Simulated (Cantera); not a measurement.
Input: 1 mol TiCl₄, 3.9 mol CH₄, 1.9 mol H₂, held at 750 Torr.

Equilibrium computed with Cantera from the NASA thermochemical tables; the gas is ideal and each condensed phase is pure. Candidate condensed phases: C, C₆H₆, C₇H₈, C₈H₁₈, Ti, TiC, TiCl₂, TiCl₃, TiCl₄; 96 gas species. TiC: taken at fixed stoichiometry. Kinetics and transport are ignored. All values below are at 1102 °C.

Base state: H₂ 0.735, HCl 0.229, TiCl₄ 0.0227, TiCl₃ 0.0109, CH₄ 0.00269 (mole fractions); condensed: C(graphite) + TiC(s).

### Question
What changes in the equilibrium state with this change: pressure from 750 Torr to 75.0 Torr?

### Answer
```tsv
species	before	after
H₂	0.735	0.691
HCl	0.229	0.294
TiCl₃	0.0109	0.00803
TiCl₄	0.0227	0.00697
CH₄	0.00269	0.000238
TiCl₂	5.85e-6	1.02e-5
C(graphite), mol	3.25	3.07
TiC(s), mol	0.618	0.826
```
The tables' values for TiCl₂ are old estimates; treat these amounts as uncertain.
